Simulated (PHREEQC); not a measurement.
Consider water at 25 °C with 0.019 mol Cu(NO3)2, 0.00021 mol H2SO4 and 0.023 mol KCl per kg of water. Closed to the air; pH follows from the charge balance.

All values are PHREEQC results (ion-association model, phreeqc.dat), not measurements.

Each row changes one thing in this solution. No solid was allowed to form.

| case | pH | ionic strength (mol/kgw) | SO4-2 (mol/kgw) | CuSO4 (mol/kgw) | HSO4- (mol/kgw) | CuOH+ (mol/kgw) |
|---|---|---|---|---|---|---|
| as made | 3.46 | 0.0793 | 0.000122 | 7.77e-5 | 2.10e-6 | 2.87e-7 |
| KCl from 0.023 to 0.0046 mol/kgw | 3.45 | 0.0617 | 0.000118 | 8.85e-5 | [?] | 3.03e-7 |
| KCl left out | 3.45 | 0.0573 | 0.000116 | 9.16e-5 | [?] | [?] |
| temperature from 25 to 75 °C | 3.46 | 0.0746 | 0.000115 | 7.47e-5 | 6.59e-6 | 2.41e-7 |
| H2SO4 from 0.00021 to 0.0021 mol/kgw | 2.48 | 0.0821 | 0.00115 | 0.000691 | 0.000188 | 2.88e-8 |
| 0.0026 mol/kgw HF added | 2.89 | 0.0802 | 0.000120 | 7.50e-5 | 7.58e-6 | 7.69e-8 |
| diluted 5-fold with water | 4.12 | 0.0160 | 3.19e-5 | 9.27e-6 | 1.63e-7 | 3.51e-7 |
| Cu(NO3)2 from 0.019 to 0.0095 mol/kgw | 3.45 | 0.0513 | 0.000140 | 5.70e-5 | 2.71e-6 | 1.51e-7 |

Question: Fill in the missing entries.

Answer: 
- KCl from 0.023 to 0.0046 mol/kgw, HSO4- (mol/kgw): 2.17e-6
- KCl left out, HSO4- (mol/kgw): 2.19e-6
- KCl left out, CuOH+ (mol/kgw): 3.07e-7

Species that the database lacks are ignored. Away from 25 °C the constants follow the database's enthalpies or fits; those with neither stay at their 25 °C values.
